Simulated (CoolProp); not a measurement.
Saturation properties of sulfur dioxide.

Model: reference Helmholtz-energy equation of state, Gao 2016, in CoolProp.

```tsv
T (K)	p (kPa)	liquid density (kg/m³)	vapour density (kg/m³)	enthalpy of vaporisation (kJ/kg)	liquid cp (kJ/(kg K))	surface tension (mN/m)
277.4	184.5	1424	5.347	376.6	1.370	25.7
279.7	201.8	1418	5.818	374.5	1.371	25.2
282	220.5	1411	6.321	372.3	1.374	24.8
284.2	239.5	___	6.833	370.2	1.376	24.4
286.5	260.8	1399	7.403	368.0	1.378	23.9
288.8	283.5	1393	8.010	365.7	1.381	23.5
291.1	307.7	1387	8.654	363.5	1.383	23.0
293.3	332.4	1380	9.308	361.3	1.386	22.6
295.6	359.8	1374	10.03	359.0	1.389	___
297.9	388.9	1368	10.80	356.6	1.392	21.7
300.2	419.8	1361	11.61	354.3	1.396	21.3
302.4	___	1355	12.43	352.0	1.399	20.8
304.7	485.6	___	13.34	349.5	1.403	20.4
307	522.2	___	14.30	347.1	1.407	19.9
309.3	560.8	1335	15.31	344.6	1.411	19.5
```

Q: Complete the blanks.

A: 
- 284.2, liquid density (kg/m³): 1405
- 295.6, surface tension (mN/m): 22.1
- 302.4, p (kPa): 451.0
- 304.7, liquid density (kg/m³): 1348
- 307, liquid density (kg/m³): 1341

It boils at 263.1 K under 1 atm.

Surface tension comes from a separate correlation (Mulero 2012).
